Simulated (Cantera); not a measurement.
# Hydrocarbon pyrolysis for carbon deposition

A perfectly stirred reactor is fed with 22.2 % C2H6, 77.8 % N2, at 760 Torr; it is held at 1875 K, and followed from long to short residence time.

Detailed kinetics in Cantera: GRI-Mech 3.0 (53 species, 325 reactions). GRI-Mech 3.0 stops at C3 and has no aromatics, soot or wall deposition, so with more carbon than oxygen in the feed, carbon stays in small species such as C2H2 where larger ones or solid carbon would form.

```csv
τ (s),x C2H6,x CH3,x HCN,x CH4,x H,x H2,x C2H4
0.53,3.62e-6,0.000178,3.76e-5,0.00713,0.000372,0.298,0.000664
0.27,6.86e-6,0.000242,2.62e-5,0.00945,0.000378,0.295,0.000674
0.13,1.38e-5,0.000340,1.84e-5,0.0128,0.000387,0.291,0.000701
0.067,2.60e-5,0.000464,1.39e-5,0.0166,0.000400,0.287,0.000756
0.033,5.08e-5,0.000646,1.07e-5,0.0216,0.000421,0.280,0.000873
0.017,9.42e-5,0.000877,8.70e-6,0.0269,0.000447,0.274,0.00108
0.0083,0.000182,0.00122,7.18e-6,0.0332,0.000487,0.265,0.00149
```
x: mole fraction; the columns are a selection and need not sum to one.
